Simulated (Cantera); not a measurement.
A freely propagating, adiabatic, planar premixed flame of 26.7 % H₂, 14.4 % O₂, 53.9 % N₂, 5.07 % H₂O, unburnt at 673 K and 2.20 bar; mixture-averaged transport, grid criteria slope 0.08 and curve 0.16, no radiation.

Detailed kinetics in Cantera: the H2/O2 subset of GRI-Mech 3.0, which has no nitrogen chemistry. The hydrogen kinetics of GRI-Mech 3.0 are dated; newer H2 mechanisms differ, most at raised pressure. Burning velocities carry a grid error of a few per cent, more on coarse grids.

Question: Predict: laminar burning velocity; thermal thickness; peak x(H₂O₂); peak x(H); peak x(HO₂).

Answer: laminar burning velocity: 796 cm/s
thermal thickness: 0.170 mm
peak x(H₂O₂): 3.19e-5
peak x(H): 0.0364
peak x(HO₂): 0.000581
